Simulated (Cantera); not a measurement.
A perfectly stirred reactor is fed with 1.85 % CH₄, 97.4 % H₂, 0.721 % O₂, at 0.0263 atm; it is held at 2600 K, and followed from long to short residence time.

Computed with Cantera and GRI-Mech 3.0 (53 species, 325 reactions). Radical loss at walls, strong at low pressure, is not modelled.

x: mole fraction; the columns are a selection and need not sum to one.

```
τ (s)      x CH₄   x H₂     x O₂      x C₂H₂    x C₂H₆     x CO     x HO₂
------  --------  -----  -------  ----------  --------  -------  --------
0.32     1.87e-5  0.832  2.14e-7  (withheld)  1.28e-11   0.0127  2.73e-11
0.15     5.17e-5  0.867  6.04e-7  (withheld)  8.20e-11   0.0124  1.02e-10
0.072   0.000142  0.896  1.72e-6  (withheld)  5.04e-10   0.0113  3.93e-10
0.034   0.000342  0.915  4.77e-6  (withheld)   2.42e-9  0.00928   1.40e-9
0.016   0.000717  0.926  1.26e-5  (withheld)   8.99e-9  0.00667   4.49e-9
0.0076   0.00137  0.933  3.18e-5     0.00545   2.81e-8  0.00422   1.31e-8
0.0036   0.00249  0.938  7.85e-5     0.00552   7.97e-8  0.00241   3.67e-8
```

### Question
Fill in the missing entries.

### Answer

- 0.32, x C₂H₂: 0.00188
- 0.15, x C₂H₂: 0.00215
- 0.072, x C₂H₂: 0.00273
- 0.034, x C₂H₂: 0.00366
- 0.016, x C₂H₂: 0.00470
